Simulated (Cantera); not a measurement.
A closed system holds: 1 mol B, 3.7 mol O2, 3.3 mol H2, at 1600 °C.

Equilibrium computed with Cantera from the NASA thermochemical tables; the gas is ideal and each condensed phase is pure. Candidate condensed phases: B, B2O3, B3O3H3, H2O; 23 gas species. Equilibrium is a limit: real reactors are often held back by kinetics, nucleation or transport.

log p: log10 of the partial pressure in bar; nothing condenses.

```csv
P (Pa),log p H2O,log p O2,log p HBO2,log p OH,log p O,log p H2
10,-4.29,-4.62,-4.77,-5.60,-5.94,-5.96
37,-3.70,-4.04,-4.19,-5.17,-5.65,-5.67
140,-3.12,-3.46,-3.60,-4.73,-5.36,-5.38
520,-2.55,-2.89,-3.03,-4.30,-5.07,-5.09
1900,?,?,?,?,?,?
7200,?,?,?,?,?,?
27000,-0.83,-1.17,-1.30,-3.01,-4.21,-4.23
100000,-0.26,-0.60,-0.74,-2.59,-3.92,-3.94
```

Complete the blanks.


- 7200, log p H2O: -1.40
- 7200, log p O2: -1.74
- 7200, log p HBO2: -1.88
- 7200, log p OH: -3.44
- 7200, log p O: -4.50
- 7200, log p H2: -4.52
- 1900, log p H2O: -1.98
- 1900, log p O2: -2.32
- 1900, log p HBO2: -2.46
- 1900, log p OH: -3.88
- 1900, log p O: -4.79
- 1900, log p H2: -4.81
